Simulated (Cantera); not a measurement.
**Fe + O₂ + CO (metals in furnace atmospheres)**

Input: 1 mol Fe, 0.0035 mol O₂, 1.8 mol CO, equilibrated at 1.00 bar.

Method: chemical equilibrium by Gibbs-energy minimisation in Cantera with the NASA 1993 tables (ideal gas, pure condensed phases). Candidate condensed phases: C, Fe, Fe(CO)₅, FeO, Fe₂O₃, Fe₃O₄; 15 gas species. The tables' stoichiometric FeO is somewhat more stable than real wüstite, so its field is too wide. FeO: taken at fixed stoichiometry. Condensed phases not in the tables: cementite and carbon dissolved in iron. Rates play no part.

At 1023 K the condensed part is C(graphite) + FeO(s). From 1048 K to 1173 K the condensed part is C(graphite) + Fe(α). At 1198 K the condensed part is C(graphite) + Fe(γ).

```tsv
T (K)	log p CO	log p CO₂	n C(graphite)	n FeO(s)	n Fe(α)	n Fe(γ)
1023	-0.11	-0.66	1.14	1.00	0	0
1048	-0.07	-0.80	0.239	0	1.00	0
1073	-0.05	-0.95	0.174	0	1.00	0
1098	-0.04	-1.11	0.123	0	1.00	0
1123	-0.02	-1.27	0.0856	0	1.00	0
1148	-0.02	-1.42	0.0586	0	1.00	0
1173	-0.01	-1.58	0.0395	0	1.00	0
1198	-0.01	-1.73	0.0262	0	0	1.00
```
log p: log10 of the partial pressure in bar; n: condensed amount in mol.
